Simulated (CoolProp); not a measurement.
Computed with CoolProp (reference Helmholtz-energy equation of state, Lemmon 2005). It is a short technical equation, of lower accuracy than the large ones.

Problem. Give the vapour pressure (MPa), vapour density (kg/m³), enthalpy of vaporisation (kJ/kg) of saturated trans-2-butene at -63.35, -13.45, 14.35 °C.

Solution. 
```
T (°C)  p (MPa)  vapour density (kg/m³)  enthalpy of vaporisation (kJ/kg)
------  -------  ----------------------  --------------------------------
-63.35  0.00358                   0.116                               459
-13.45   0.0566                    1.51                               418
14.35     0.165                    4.11                               392
```
